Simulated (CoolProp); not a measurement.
Properties of 1,2-dichloroethane at several states (Tc = 561.6 K, pc = 5.226 MPa, ω = 0.269).

Computed with CoolProp (reference Helmholtz-energy equation of state, Thol 2015).

| T (K) | p (MPa) | phase | cp (kJ/(kg K)) | speed of sound (m/s) | Joule-Thomson coefficient (K/MPa) | isothermal compressibility (1/MPa) |
|---|---|---|---|---|---|---|
| 429.6 | 0.0951 | gas | ? | 196.4 | ? | 10.68 |
| 496 | 4.97 | liquid | ? | 483.8 | 0.2675 | ? |
| 309.8 | 0.236 | liquid | 1.312 | ? | -0.3912 | 0.0008900 |
| 481.4 | 4.41 | liquid | 1.589 | 530.9 | 0.1441 | ? |
| 488.7 | 0.0437 | gas | 1.028 | ? | 13.56 | 22.99 |

Problem. Complete the blanks.

Solution. 
- 429.6, cp (kJ/(kg K)): 0.9680
- 429.6, Joule-Thomson coefficient (K/MPa): 19.31
- 496, cp (kJ/(kg K)): 1.634
- 496, isothermal compressibility (1/MPa): 0.007411
- 309.8, speed of sound (m/s): 1149
- 481.4, isothermal compressibility (1/MPa): 0.005874
- 488.7, speed of sound (m/s): 210.7
